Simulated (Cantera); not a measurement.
A freely propagating, adiabatic, planar premixed flame of CH4 : O2 : N2 = 1 : 2 : 5.6 (molar parts), equivalence ratio 1.0, unburnt at 600 K and 120000 Pa; mixture-averaged transport, grid criteria slope 0.08 and curve 0.16, no radiation.

Model: GRI-Mech 3.0 (53 species, 325 reactions), integrated in Cantera. Burning velocities carry a grid error of a few per cent, more on coarse grids.

Predict: laminar burning velocity; thermal thickness; peak x(C2H2); peak x(CH3); peak x(CH2CO).


```json
{
  "laminar_burning_velocity": "184 cm/s",
  "thermal_thickness": "0.213 mm",
  "peak x(C2H2)": "0.000261",
  "peak x(CH3)": "0.00490",
  "peak x(CH2CO)": "0.000199"
}
```
